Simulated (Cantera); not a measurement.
Mixture: CH4 : CO : O2 : N2 : CO2 = 1 : 0.23 : 1.92 : 13.5 : 1.9 (molar parts), equivalence ratio 1.1, at 1400000 Pa, adiabatic and at constant volume. Ignition delay is the time to a rise of 400 K.

Computed with Cantera and GRI-Mech 3.0 (53 species, 325 reactions). The pressure lies above the range GRI-Mech 3.0 was tuned for (to about 10 atm).

### Question
What does this change do: pressure from 1400000 Pa to 110000 Pa?

### Answer
```csv
quantity,before,after
delay at 1100 K,35.9 ms,0.511 s
delay at 1200 K,8.82 ms,0.108 s
delay at 1300 K,2.63 ms,26.1 ms
delay at 1400 K,0.882 ms,7.14 ms
delay at 1500 K,0.318 ms,2.22 ms
apparent activation energy between 1400 and 1500 K,180 kJ/mol,200 kJ/mol
```
